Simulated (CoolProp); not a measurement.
A simple Rankine cycle with R11: condensing at 298.15 K, boiler at 1.3 MPa, turbine inlet 410.9 K, turbine efficiency 0.85, pump efficiency 0.8, no recuperator. Each further row changes one setting.

Values from CoolProp's reference Helmholtz-energy equation of state, Jacobsen 1992.

| case | thermal efficiency (%) | net work (kJ/kg) | heat in (kJ/kg) | turbine exit temperature (K) | volume ratio over the turbine |
|---|---|---|---|---|---|
| as stated | 17.3 | 40.9 | 237 | 322.3 | 11.4 |
| turbine inlet 430.9 K | 17.5 | ? | 252 | 341.8 | ? |
| condensing temperature 290.15 K | 18.6 | ? | ? | 314.2 | 15.0 |
| boiler pressure 0.91 MPa | 15.4 | 37.3 | ? | 337.4 | 7.82 |
| turbine efficiency 0.75 | 15.2 | ? | 237 | 330.4 | 11.8 |

Fill in the missing entries.


- turbine inlet 430.9 K, net work (kJ/kg): 44.0
- turbine inlet 430.9 K, volume ratio over the turbine: 11.2
- condensing temperature 290.15 K, net work (kJ/kg): 45.3
- condensing temperature 290.15 K, heat in (kJ/kg): 244
- boiler pressure 0.91 MPa, heat in (kJ/kg): 242
- turbine efficiency 0.75, net work (kJ/kg): 36.0
